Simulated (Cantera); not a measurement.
An isothermal, constant-pressure homogeneous reactor starts with H2 : O2 : N2 = 0.46 : 1 : 0.4 (molar parts), at 1450 K and 1330 Pa.

Computed with Cantera and the H2/O2 subset of GRI-Mech 3.0, which has no nitrogen chemistry. Radical loss at walls, strong at low pressure, is not modelled. The temperature is held fixed by assumption; the heat of reaction is taken as removed at once.

Task: Predict: x(H2) at 5.00 s; x(O2) at 5.00 s; x(O) at 5.00 s; x(H) at 5.00 s; x(HO2) at 5.00 s; x(OH) at 5.00 s.

Result: 
```
Property                                              Value
----------------  -----------------------------------------
x(H2) at 5.00 s     3.78e-6 (gas-phase equilibrium 3.39e-6)
x(O2) at 5.00 s         0.472 (gas-phase equilibrium 0.472)
x(O) at 5.00 s      1.34e-5 (gas-phase equilibrium 1.20e-5)
x(H) at 5.00 s      1.79e-7 (gas-phase equilibrium 1.52e-7)
x(HO2) at 5.00 s    1.36e-7 (gas-phase equilibrium 1.41e-7)
x(OH) at 5.00 s   0.000320 (gas-phase equilibrium 0.000303)
```
